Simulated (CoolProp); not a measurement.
Saturation properties of R125 (Tc = 339.2 K, pc = 36.18 bar, ω = 0.305).

Computed with CoolProp (reference Helmholtz-energy equation of state, Lemmon 2005).

| T (K) | p (bar) | liquid density (kg/m³) | liquid cp (kJ/(kg K)) | surface tension (mN/m) | vapour viscosity (µPa s) | liquid conductivity (mW/(m K)) |
|---|---|---|---|---|---|---|
| 218.5 | 0.7259 | 1537 | 1.101 | 14.6 | 9.43 | 94.3 |
| 220.7 | 0.8139 | 1529 | 1.106 | 14.3 | 9.52 | 93.3 |
| 222.9 | 0.9102 | 1521 | 1.110 | 14.0 | 9.62 | 92.3 |
| 225.1 | 1.015 | 1513 | 1.115 | 13.6 | 9.71 | 91.3 |
| 227.3 | 1.129 | [?] | 1.119 | 13.3 | 9.81 | [?] |
| 229.5 | 1.254 | 1497 | 1.124 | 13.0 | 9.90 | 89.2 |
| 231.7 | 1.388 | 1489 | 1.129 | 12.7 | 10.00 | [?] |
| 233.9 | 1.534 | 1481 | 1.134 | 12.4 | 10.1 | 87.2 |
| 236.1 | 1.691 | 1473 | 1.139 | 12.0 | 10.2 | 86.2 |
| 238.3 | 1.861 | 1465 | 1.144 | 11.7 | 10.3 | 85.2 |
| 240.5 | 2.043 | 1456 | 1.150 | 11.4 | 10.4 | 84.2 |
| 242.7 | 2.239 | 1448 | 1.155 | 11.1 | 10.5 | 83.2 |
| 244.9 | 2.449 | 1439 | 1.161 | [?] | 10.6 | 82.2 |

Problem. Fill in the missing entries.

Solution. 
- 227.3, liquid density (kg/m³): 1505
- 227.3, liquid conductivity (mW/(m K)): 90.3
- 231.7, liquid conductivity (mW/(m K)): 88.2
- 244.9, surface tension (mN/m): 10.8

It boils at 225.1 K under 1 atm.

Viscosity comes from a separate model (Huber 2006). Thermal conductivity comes from a separate model (Perkins 2006). Surface tension comes from a separate correlation (Mulero 2012).
